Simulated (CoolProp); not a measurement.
Vapour-liquid equilibrium of methanol (1) + water (2) at 343.5 K; x and y are mole fractions of (1).

Computed with CoolProp (multi-fluid Helmholtz-energy mixture model, de Reuck 1993 and Wagner 2002; pair parameters Bell 2016).

Question: Give the bubble pressure and the first vapour's composition at x = 0.25, 0.55, 0.95. Is there an azeotrope?

Answer: x = 0.25: 65.62 kPa, y = 0.617; x = 0.55: 92.74 kPa, y = 0.814; x = 0.95: 123.2 kPa, y = 0.979. No azeotrope shows between x = 0.05 and 0.95.

The pair parameters rest on a limited set of measurements; away from them the model extrapolates.
